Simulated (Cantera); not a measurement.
Feed: 1 mol MgO, 23 mol HBr, 59 mol N2, at 1650 K and 5.30 Pa.

Equilibrium computed with Cantera from the NASA thermochemical tables; the gas is ideal and each condensed phase is pure. Candidate condensed phases: Br2, H2O, Mg, MgBr2, MgO, Mg(OH)2; 36 gas species. The numbers say what is thermodynamically allowed, not how fast it happens.

Base state: N2 0.655, Br 0.171, H2 0.0820, HBr 0.0656, H2O 0.0111, MgBr2 0.00872, H 0.00357, Mg 0.00128 (mole fractions); condensed: gas only.

Q: What changes in the equilibrium state with this change: temperature from 1650 K to 1773.15 K?

A: 
```json
[
 {"species": "N2", "before": "0.655", "after": "0.636"},
 {"species": "Br", "before": "0.171", "after": "0.205"},
 {"species": "H2", "before": "0.0820", "after": "0.0888"},
 {"species": "HBr", "before": "0.0656", "after": "0.0372"},
 {"species": "H", "before": "0.00357", "after": "0.0117"},
 {"species": "H2O", "before": "0.0111", "after": "0.0107"},
 {"species": "Mg", "before": "0.00128", "after": "0.00699"},
 {"species": "OH", "before": "2.18e-5", "after": "8.69e-5"},
 {"species": "MgBr2", "before": "0.00872", "after": "0.00221"},
 {"species": "MgBr", "before": "0.00111", "after": "0.00158"}
]
```

Q: What changes in the equilibrium state with this change: HBr from 23 to 14 mol?

A: 
```json
[
 {"species": "N2", "before": "0.655", "after": "0.755"},
 {"species": "Br", "before": "0.171", "after": "0.122"},
 {"species": "H2", "before": "0.0820", "after": "0.0561"},
 {"species": "HBr", "before": "0.0656", "after": "0.0385"},
 {"species": "H2O", "before": "0.0111", "after": "0.0128"},
 {"species": "MgBr2", "before": "0.00872", "after": "0.00870"},
 {"species": "Mg", "before": "0.00128", "after": "0.00253"},
 {"species": "MgBr", "before": "0.00111", "after": "0.00156"},
 {"species": "OH", "before": "2.18e-5", "after": "3.04e-5"},
 {"species": "H", "before": "0.00357", "after": "0.00295"}
]
```
